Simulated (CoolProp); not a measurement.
A simple Rankine cycle with water: condensing at 326.15 K, boiler at 1.48 MPa, turbine inlet 475.7 K, turbine efficiency 0.9, pump efficiency 0.7, no recuperator. Each further row changes one setting.

Values from CoolProp's reference Helmholtz-energy equation of state, Wagner 2002.

```
case                             thermal efficiency (%)  net work (kJ/kg)  heat in (kJ/kg)  turbine exit temperature (K)  volume ratio over the turbine
-------------------------------  ----------------------  ----------------  ---------------  ----------------------------  -----------------------------
as stated                                          24.8               639             2580                         326.1                           63.2
turbine inlet 495.7 K                              24.9               655             2630                         326.1                           60.7
condensing temperature 318.15 K                    26.0               681             2610                         318.1                           90.9
boiler pressure 1.04 MPa                           23.1               603             2610                         326.1                           44.5
turbine efficiency 0.8                             22.0               568             2580                         326.1                           65.5
```

The expansion ends wet for: as stated; turbine inlet 495.7 K; condensing temperature 318.15 K; boiler pressure 1.04 MPa; turbine efficiency 0.8.
